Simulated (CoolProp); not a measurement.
Vapour-liquid equilibrium of trans-2-butene (1) + acetone (2) at 95.95 °C; x and y are mole fractions of (1).

Model: multi-fluid Helmholtz-energy mixture model, Lemmon 2005 and Lemmon 2006; pair parameters Bell 2016, in CoolProp.

Task: Give the bubble pressure and the first vapour's composition at x = 0.125, 0.65, 0.95. Is there an azeotrope?

Result: x = 0.125: 5.981 bar, y = 0.469; x = 0.65: 11.85 bar, y = 0.824; x = 0.95: 13.68 bar, y = 0.964. No azeotrope shows between x = 0.05 and 0.95.

Pair parameters are fitted to limited data, so mixtures are less certain than the pure fluids.
